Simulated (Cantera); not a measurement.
# Equilibrium for silicon etching in halogen gases: Si + Cl2

Feed: 1 mol Si, 8.6 mol Cl2, at 1273.15 K and 0.105 Torr.

Cantera equilibrium calculation (NASA polynomials, part measured and part estimated; ideal gas, pure solids and liquids). Candidate condensed phases: Si; 9 gas species. The numbers say what is thermodynamically allowed, not how fast it happens.

```json
{
 "x(Cl)": "0.513",
 "x(Cl2)": "0.390",
 "x(SiCl4)": "0.0979",
 "x(SiCl3)": "8.98e-6",
 "gas_amount": "10.22 mol",
 "log10 activity of Si(s) (absent)": "-16.68"
}
```
